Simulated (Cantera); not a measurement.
**Thermodynamics of carbothermic reduction, feed MgO + C + H₂**

Feed: 1 mol MgO, 3.4 mol C, 2 mol H₂, at 0.133 bar.

Method: chemical equilibrium by Gibbs-energy minimisation in Cantera with the NASA 1993 tables (ideal gas, pure condensed phases). Candidate condensed phases: C, C₆H₆, C₇H₈, C₈H₁₈, H₂O, Mg, MgCO₃, MgO, Mg(OH)₂; 116 gas species. The tables' values for MgH are old estimates; treat these amounts as uncertain. Equilibrium is a limit: real reactors are often held back by kinetics, nucleation or transport.

```json
[
 {"T (K)": "1773", "log p H₂": "-1.18", "log p CO": "-1.48", "log p Mg": "-1.48", "log p H": "-4.13", "log p C₂H₂ (acetylene)": "-5.03", "log p MgH": "-3.94", "log p C₂H": "-10.10", "n C(graphite)": "2.40"},
 {"T (K)": "1923", "log p H₂": "-1.18", "log p CO": "-1.48", "log p Mg": "-1.48", "log p H": "-3.61", "log p C₂H₂ (acetylene)": "-4.52", "log p MgH": "-3.90", "log p C₂H": "-8.81", "n C(graphite)": "2.40"},
 {"T (K)": "2073", "log p H₂": "-1.18", "log p CO": "-1.48", "log p Mg": "-1.48", "log p H": "-3.17", "log p C₂H₂ (acetylene)": "-4.09", "log p MgH": "-3.86", "log p C₂H": "-7.71", "n C(graphite)": "2.40"},
 {"T (K)": "2223", "log p H₂": "-1.19", "log p CO": "-1.48", "log p Mg": "-1.48", "log p H": "-2.79", "log p C₂H₂ (acetylene)": "-3.72", "log p MgH": "-3.83", "log p C₂H": "-6.76", "n C(graphite)": "2.39"},
 {"T (K)": "2373", "log p H₂": "-1.20", "log p CO": "-1.48", "log p Mg": "-1.48", "log p H": "-2.45", "log p C₂H₂ (acetylene)": "-3.41", "log p MgH": "-3.81", "log p C₂H": "-5.93", "n C(graphite)": "2.38"},
 {"T (K)": "2523", "log p H₂": "-1.22", "log p CO": "-1.49", "log p Mg": "-1.49", "log p H": "-2.16", "log p C₂H₂ (acetylene)": "-3.14", "log p MgH": "-3.80", "log p C₂H": "-5.21", "n C(graphite)": "2.35"},
 {"T (K)": "2673", "log p H₂": "-1.25", "log p CO": "-1.50", "log p Mg": "-1.50", "log p H": "-1.92", "log p C₂H₂ (acetylene)": "-2.92", "log p MgH": "-3.80", "log p C₂H": "-4.58", "n C(graphite)": "2.32"}
]
```
log p: log10 of the partial pressure in bar; n: condensed amount in mol.

From 1773 K to 2673 K the condensed part is C(graphite). The main Mg-bearing gas is Mg throughout.
